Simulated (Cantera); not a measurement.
An adiabatic, constant-pressure homogeneous reactor starts with CH₄ : CO : O₂ : N₂ = 1 : 0.45 : 1.06 : 10.2 (molar parts), equivalence ratio 2.1, at 1525 K and 5.50 bar. Integrator tolerance rtol = 1e-08.

Computed with Cantera and GRI-Mech 3.0 (53 species, 325 reactions).

```csv
quantity,before,after
time of steepest temperature rise,0.950 ms,41.5 ms
temperature at 7.00 s,2141 K,1856 K
equilibrium temperature,2141 K,1856 K
x(CH₄) at 7.00 s,3.75e-10 (gas-phase equilibrium 4.22e-10),2.80e-9 (gas-phase equilibrium 3.13e-9)
x(CO) at 7.00 s,0.0911 (gas-phase equilibrium 0.0911),0.0888 (gas-phase equilibrium 0.0888)
x(O₂) at 7.00 s,7.98e-8 (gas-phase equilibrium 7.98e-8),9.18e-10 (gas-phase equilibrium 9.18e-10)
x(NO₂) at 7.00 s,1.32e-11 (gas-phase equilibrium 1.32e-11),<1e-12 (gas-phase equilibrium <1e-12)
x(OH) at 7.00 s,5.18e-5 (gas-phase equilibrium 5.18e-5),4.10e-6 (gas-phase equilibrium 4.10e-6)
x(HO₂) at 7.00 s,9.25e-11 (gas-phase equilibrium 9.25e-11),1.00e-12 (gas-phase equilibrium 1.00e-12)
```

**Question.** Name the change that produced these shifts.
A. initial temperature 1525 to 1375 K
B. O2 1.06 to 0.35 parts
C. initial temperature 1525 to 1225 K
D. CO 0.45 to 0.23 parts

**Answer.** C, initial temperature 1525 to 1225 K
